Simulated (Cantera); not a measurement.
An adiabatic, constant-volume homogeneous reactor starts with CH4 : H2 : O2 : N2 = 1 : 0.35 : 2.2 : 8.26 (molar parts), at 1100 K and 0.890 bar. Integrator tolerance rtol = 1e-08.

Detailed kinetics in Cantera: GRI-Mech 3.0 (53 species, 325 reactions).

| quantity | before | after |
|---|---|---|
| time of steepest temperature rise | 10.5 ms | 0.597 ms |
| temperature at 9.00 s | 2793 K | 2876 K |
| equilibrium temperature | 2793 K | 2876 K |
| x(CH4) at 9.00 s | <1e-12 (gas-phase equilibrium <1e-12) | <1e-12 (gas-phase equilibrium <1e-12) |
| x(H2) at 9.00 s | 0.0172 (gas-phase equilibrium 0.0172) | 0.0223 (gas-phase equilibrium 0.0223) |
| x(O2) at 9.00 s | 0.0179 (gas-phase equilibrium 0.0179) | 0.0211 (gas-phase equilibrium 0.0211) |
| x(O) at 9.00 s | 0.00468 (gas-phase equilibrium 0.00468) | 0.00778 (gas-phase equilibrium 0.00778) |
| x(C2H6) at 9.00 s | <1e-12 (gas-phase equilibrium <1e-12) | <1e-12 (gas-phase equilibrium <1e-12) |

Q: Name the change that produced these shifts.
A. pressure from 0.890 bar to 0.590 bar
B. initial temperature 1100 to 1423 K
C. initial temperature 1100 to 1725 K
D. initial temperature 1100 to 1200 K

A: B, initial temperature 1100 to 1423 K
